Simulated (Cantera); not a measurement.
# Thermodynamics of iron carbonyl, mercury and lead vapours, feed HgO + O2 + H2

Input: 1 mol HgO, 0.012 mol O2, 7.5 mol H2, equilibrated at 923 K and 1.00 bar.

Equilibrium computed with Cantera from the NASA thermochemical tables; the gas is ideal and each condensed phase is pure. Candidate condensed phases: H2O, Hg, HgO; 10 gas species. Kinetics and transport are ignored.

| Item | Result |
|---|---|
| x(H2) | 0.762 |
| x(H2O) | 0.120 |
| x(Hg) | 0.118 |
| gas amount | 8.500 mol |
| log10 activity of Hg(l) (absent) | -2.47 |
